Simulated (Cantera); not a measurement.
**Thermodynamics of hydrogen reduction and annealing atmospheres, feed CuO + H₂ + N₂**

Feed: 1 mol CuO, 78 mol H₂, 80 mol N₂, at 940 Pa.

Cantera equilibrium calculation (NASA polynomials, part measured and part estimated; ideal gas, pure solids and liquids). Candidate condensed phases: Cu, CuO, Cu(OH)₂, Cu₂O, H₂O; 27 gas species. Kinetics and transport are ignored.

| T (°C) | x N₂ | x H₂ | x H₂O | x Cu | x H | x Cu₂ | x NH₃ | x OH | n Cu(s) | n Cu(l) |
|---|---|---|---|---|---|---|---|---|---|---|
| 1002 | 0.506 | 0.487 | 0.00633 | 9.21e-6 | 5.31e-6 | 5.90e-10 | 3.13e-7 | 8.02e-10 | 0.999 | 0 |
| 1052 | 0.506 | 0.487 | 0.00633 | 2.99e-5 | 1.18e-5 | 3.12e-9 | 2.56e-7 | 2.23e-9 | 0.995 | 0 |
| 1102 | 0.506 | 0.487 | 0.00633 | 8.75e-5 | 2.47e-5 | 1.41e-8 | 2.12e-7 | 5.77e-9 | 0 | 0.986 |
| 1152 | 0.506 | 0.487 | 0.00633 | 0.000231 | 4.91e-5 | 5.42e-8 | 1.79e-7 | 1.39e-8 | 0 | 0.963 |
| 1202 | 0.506 | 0.487 | 0.00633 | 0.000570 | 9.34e-5 | 1.90e-7 | 1.52e-7 | 3.18e-8 | 0 | 0.910 |
| 1252 | 0.506 | 0.487 | 0.00632 | 0.00132 | 0.000170 | 6.08e-7 | 1.30e-7 | 6.86e-8 | 0 | 0.790 |
| 1302 | 0.505 | 0.486 | 0.00631 | 0.00291 | 0.000299 | 1.80e-6 | 1.13e-7 | 1.41e-7 | 0 | 0.539 |
x: gas mole fraction; n: condensed amount in mol.

From 1002 °C to 1052 °C the condensed part is Cu(s). From 1102 °C to 1302 °C the condensed part is Cu(l). The main Cu-bearing gas is Cu throughout. The share of Cu in condensed phases is highest at 1002 °C (99.9 %) and lowest at 1302 °C (53.9 %).
